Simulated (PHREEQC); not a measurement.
Consider water at 25 °C with 18 mmol/kgw NaOH, 6.2 mmol/kgw Na2SiO3 and 0.032 mmol/kgw (CH3)4NCl. Closed to the air; pH follows from the charge balance.

Computed with PHREEQC (ion-association model, wateq4f.dat).

```
quantity                  before   after
------------------------  ------  ------
pH                         12.29   11.57
ionic strength (mol/kgw)  0.0315  0.0313
```

**Question.** Which change was made?
A. temperature from 25 to 50 °C
B. Na2SiO3 from 0.0062 to 0.0124 mol/kgw
C. Na2SiO3 left out
D. 0.0065 mol/kgw ZnBr2 added
E. (CH3)4NCl left out

**Answer.** A, temperature from 25 to 50 °C

No solid was allowed to form. (CH3)4N+ isn't in the database: it is added as a free cation with an ion size of 4 Å. Constants without temperature data keep their 25 °C values here.
